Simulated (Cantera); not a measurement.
Charge: 1 mol CaCl₂, a varied amount of H₂, 0.19 mol N₂, held at 2025 K and 750 Torr.

These are equilibrium values from Cantera (NASA tables, ideal gas, pure condensed phases), not measurements of a reactor. Candidate condensed phases: Ca, CaCl₂, NH₄Cl; 16 gas species. Kinetics and transport are ignored.

Problem. At 7.1 mol H₂, list the 7 most abundant gas species with their mole fractions, and the condensed phases.

Solution. H₂ 0.850, CaCl₂ 0.116, N₂ 0.0228, HCl 0.00484, CaCl 0.00378, H 0.00177, Ca 0.000536. Condensed: gas only.
